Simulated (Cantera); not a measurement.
Charge: 1 mol CH4, 3.4 mol H2, equilibrated at 1.33 mbar.

Equilibrium computed with Cantera from the NASA thermochemical tables; the gas is ideal and each condensed phase is pure. Candidate condensed phases: C, C6H6, C7H8, C8H18; 76 gas species. Kinetics and transport are ignored.

log p: log10 of the partial pressure in bar; n: condensed amount in mol.

```tsv
T (K)	log p H2	log p H	log p CH4	log p C2H2 (acetylene)	log p CH3	n C(graphite)
823	-2.88	-12.57	-5.78	-14.35	-14.31	0.993
923	-2.88	-11.05	-6.38	-12.80	-13.35	0.998
1023	-2.88	-9.82	-6.88	-11.55	-12.58	0.999
1123	-2.88	…	…	…	…	1.000
1223	-2.88	-7.96	-7.63	-9.68	-11.43	1.000
1323	-2.88	-7.24	-7.92	-8.96	-10.98	1.000
1423	-2.88	-6.62	-8.17	-8.34	-10.61	1.000
1523	-2.88	-6.07	-8.39	-7.80	-10.28	1.000
1623	-2.88	…	…	…	…	1.000
1723	-2.88	-5.18	-8.75	-6.92	-9.74	0.999
```

Complete the blanks.


- 1123, log p H: -8.81
- 1123, log p CH4: -7.28
- 1123, log p C2H2 (acetylene): -10.53
- 1123, log p CH3: -11.95
- 1623, log p H: -5.60
- 1623, log p CH4: -8.58
- 1623, log p C2H2 (acetylene): -7.33
- 1623, log p CH3: -9.99
